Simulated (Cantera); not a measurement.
Mixture: CO : H2 : CH4 : O2 : N2 = 1 : 0.27 : 0.18 : 0.497 : 2.98 (molar parts), equivalence ratio 2.0, at 1.00 atm, adiabatic and at constant pressure. Ignition delay is the time to a rise of 400 K.

Model: GRI-Mech 3.0 (53 species, 325 reactions), integrated in Cantera.

### Question
Predict: delay at 1225 K; delay at 1375 K; delay at 1525 K; delay at 1675 K; delay at 1825 K; apparent activation energy between 1675 and 1825 K.

### Answer
- delay at 1225 K = 0.757 ms
- delay at 1375 K = 0.254 ms
- delay at 1525 K = 0.112 ms
- delay at 1675 K = 59.5 µs
- delay at 1825 K = 35.4 µs
- apparent activation energy between 1675 and 1825 K = 88 kJ/mol
